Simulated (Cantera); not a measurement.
# Low-pressure radical oxidation in H2/O2

A perfectly stirred reactor is fed with H2 : O2 = 0.46 : 1 (molar parts), equivalence ratio 0.23, at 0.00170 bar; it is held at 1400 K, and followed from long to short residence time.

Computed with Cantera and the H2/O2 subset of GRI-Mech 3.0, which has no nitrogen chemistry. Radical loss at walls, strong at low pressure, is not modelled. The temperature is held fixed by assumption; the heat of reaction is taken as removed at once.

| τ (s) | x H2 | x O2 | x OH | x H | x H2O |
|---|---|---|---|---|---|
| 8.3 | 0.00491 | 0.606 | 0.0116 | 0.00808 | 0.352 |
| 3.2 | 0.00853 | 0.592 | 0.0151 | 0.0192 | 0.334 |
| 1.2 | 0.0136 | 0.569 | 0.0187 | 0.0417 | 0.304 |
| 0.46 | 0.0184 | 0.544 | 0.0212 | 0.0712 | 0.270 |
| 0.17 | 0.0215 | 0.525 | 0.0224 | 0.0953 | 0.243 |
| 0.066 | 0.0235 | 0.516 | 0.0229 | 0.107 | 0.230 |
| 0.025 | 0.0265 | 0.515 | 0.0234 | 0.112 | 0.222 |
| 0.0096 | 0.0331 | 0.519 | 0.0243 | 0.114 | 0.214 |
| 0.0036 | 0.0496 | 0.531 | 0.0256 | 0.111 | 0.197 |
x: mole fraction; the columns are a selection and need not sum to one.
